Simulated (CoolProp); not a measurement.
Saturated liquid density (kg/m³) of propylene: the reference equation beside estimates from Tc = 364.2 K, pc = 4555 kPa, ω = 0.146. Rackett uses Z = 0.29056 − 0.08775 ω.

Values from CoolProp's reference Helmholtz-energy equation of state, Lemmon 2013.

```json
[
 {"T (K)": "261.1", "reference": "563.4", "Rackett": "556.7", "van der Waals": "355.9"},
 {"T (K)": "267.6", "reference": "554.2", "Rackett": "547.7", "van der Waals": "350.0"},
 {"T (K)": "274.1", "reference": "544.7", "Rackett": "538.3", "van der Waals": "343.8"},
 {"T (K)": "280.6", "reference": "534.9", "Rackett": "528.6", "van der Waals": "337.4"},
 {"T (K)": "287.1", "reference": "524.7", "Rackett": "518.5", "van der Waals": "330.8"},
 {"T (K)": "293.7", "reference": "513.9", "Rackett": "507.9", "van der Waals": "323.7"},
 {"T (K)": "300.2", "reference": "502.7", "Rackett": "496.9", "van der Waals": "316.3"},
 {"T (K)": "306.7", "reference": "491.0", "Rackett": "485.4", "van der Waals": "308.6"}
]
```

Absolute difference from the reference over all 8 rows, mean and median: Rackett 1.2 and 1.2 %, van der Waals 37.0 and 36.9 %.
